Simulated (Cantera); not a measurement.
A closed system holds: 1 mol Si, 0.013 mol N2O, 2.5 mol N2, 0.12 mol CH4, equilibrated at 10000 Pa.

These are equilibrium values from Cantera (NASA tables, ideal gas, pure condensed phases), not measurements of a reactor. Candidate condensed phases: C, C6H6, C7H8, C8H18, H2O, Si, SiC, SiO2, Si2N2O, Si3N4; 151 gas species. Mutual solubility and eutectic melting of coexisting phases are not modelled. Equilibrium is a limit: real reactors are often held back by kinetics, nucleation or transport.

Question: Which condensed phases are stable at each of these points (T (K)): 1198, 1273, 1348, 1423, 1498, 1573, 1648, 1723, 1798?

Answer: 
```tsv
T (K)	condensed phases	Si condensed (%)
1198	C(graphite) + Si2N2O(s) + Si3N4(s)	100.0
1273	C(graphite) + Si2N2O(s) + Si3N4(s)	100.0
1348	C(graphite) + Si2N2O(s) + Si3N4(s)	100.0
1423	C(graphite) + Si2N2O(s) + Si3N4(s)	100.0
1498	C(graphite) + Si2N2O(s) + Si3N4(s)	100.0
1573	SiC(s) + Si2N2O(s) + Si3N4(s)	100.0
1648	SiC(s) + Si2N2O(s) + Si3N4(s)	100.0
1723	SiC(s) + Si2N2O(s) + Si3N4(s)	99.9
1798	SiC(s) + Si2N2O(s) + Si3N4(s)	99.7
```

From 1198 K to 1498 K the condensed part is C(graphite) + Si2N2O(s) + Si3N4(s). From 1573 K to 1798 K the condensed part is SiC(s) + Si2N2O(s) + Si3N4(s).
